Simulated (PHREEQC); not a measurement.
Consider water at 25 °C with 0.0011 mol LiBr, 0.00069 mol Fe2(SO4)3 and 0.2 mol TMAH per kg of water. Closed to the air; pH follows from the charge balance.

All values are PHREEQC results (ion-association model, wateq4f.dat), not measurements.

```
quantity                    before  after
--------------------------  ------  -----
pH                           13.14   1.03
SI of Fe(OH)3(a) (Fe(OH)3)   +0.58  -5.75
SI of Goethite (FeOOH)       +6.48  +0.14
```

Task: What was changed between the two runs?
A. Fe2(SO4)3 from 0.00069 to 0.00103 mol/kgw
B. 0.32 mol/kgw HBr added
C. 0.0043 mol/kgw CuCl2 added
D. TMAH from 0.2 to 0.04 mol/kgw
E. Fe2(SO4)3 from 0.00069 to 0.0069 mol/kgw

Result: B, 0.32 mol/kgw HBr added

This is a speciation only: nothing precipitates in the calculation. Some of these states are supersaturated (in Fe(OH)3(a), Hematite (slow to form), Goethite (slow to form), for instance). (CH3)4N+ isn't in the database: it is added as a free cation with an ion size of 4 Å.
